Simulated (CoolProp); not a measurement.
Properties of cis-2-butene along the isotherm 525 K (Tc = 435.8 K, pc = 42.36 bar, ω = 0.202).

The numbers come from the reference Helmholtz-energy equation of state, Lemmon 2005 in CoolProp. It is a short technical equation, of lower accuracy than the large ones.

```csv
p (bar),phase,density (kg/m³),speed of sound (m/s),fugacity coefficient
0.201,gas,0.2586,288.2,0.9991
0.339,gas,0.4364,288.0,0.9985
0.572,gas,0.7371,287.8,0.9975
0.966,gas,1.247,287.4,0.9957
1.63,gas,2.110,286.6,0.9928
2.75,gas,3.578,285.4,0.9879
4.64,gas,6.090,283.3,0.9796
7.83,gas,10.43,279.8,0.9657
13.2,gas,18.05,273.8,0.9426
22.3,gas,31.94,263.6,0.9042
37.7,gas,58.93,246.3,0.8416
63.5,supercritical,117.4,222.7,0.7440
```
